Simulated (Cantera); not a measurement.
A Cantera script and its output.

```python
import numpy as np
import cantera as ct

gas = ct.Solution("gri30.yaml")
gas.TPX = 425, 190000, {'H2': 1, 'O2': 1.09, 'N2': 3.8}
inlet = ct.Reservoir(gas, clone=True)
gas.equilibrate("HP")  # start burning
reactor = ct.IdealGasConstPressureReactor(gas, energy="on", clone=False)
exhaust = ct.Reservoir(gas, clone=True)
tau = [0.2, 0.09, 0.04, 0.018, 0.0077, 0.0034, 0.0015, 0.00066, 0.00029, 0.00013, 5.7e-05][0]
for a, b in ((inlet, reactor), (reactor, exhaust)):
    ct.MassFlowController(a, b, mdot=lambda t: reactor.mass / tau)
net = ct.ReactorNet([reactor])
show = ['H2', 'O2', 'H2O', 'N2O', 'NO']

rows = []
print(f"{'tau/s':>10s}{'T/K':>9s}" + "".join(f"{s:>11s}" for s in show))
for tau in [0.2, 0.09, 0.04, 0.018, 0.0077, 0.0034, 0.0015, 0.00066, 0.00029, 0.00013, 5.7e-05]:
    net.initial_time = 0.0
    net.advance(30 * tau)
    before = gas.X
    net.advance(40 * tau)
    drift = np.max(np.abs(gas.X - before) / (gas.X + 1e-9))
    rows.append([gas.T, *gas[show].X, drift])
    print(f"{tau:10.3e}{gas.T:9.1f}" + "".join(f"{x:11.3e}" for x in gas[show].X))
```

Result:

```
     tau/s      T/K         H2         O2        H2O        N2O         NO
 2.000e-01   1720.4  5.143e-05  1.093e-01  1.851e-01  4.349e-07  8.589e-06
 9.000e-02   1719.2  8.520e-05  1.092e-01  1.849e-01  6.309e-07  7.796e-06
 4.000e-02   1717.4  1.443e-04  1.091e-01  1.847e-01  8.886e-07  7.621e-06
 1.800e-02   1714.7  2.440e-04  1.091e-01  1.844e-01  1.136e-06  7.495e-06
 7.700e-03   1710.3  4.271e-04  1.089e-01  1.839e-01  1.284e-06  7.008e-06
 3.400e-03   1703.6  7.313e-04  1.088e-01  1.832e-01  1.260e-06  6.261e-06
 1.500e-03   1693.1  1.248e-03  1.086e-01  1.821e-01  1.116e-06  5.650e-06
 6.600e-04   1676.2  2.121e-03  1.085e-01  1.805e-01  9.225e-07  5.557e-06
 2.900e-04   1649.0  3.586e-03  1.084e-01  1.778e-01  7.289e-07  6.116e-06
 1.300e-04   1607.1  5.986e-03  1.088e-01  1.737e-01  5.573e-07  7.009e-06
 5.700e-05   1540.1  1.040e-02  1.101e-01  1.669e-01  3.971e-07  7.343e-06
```

Detailed kinetics in Cantera: GRI-Mech 3.0 (53 species, 325 reactions).
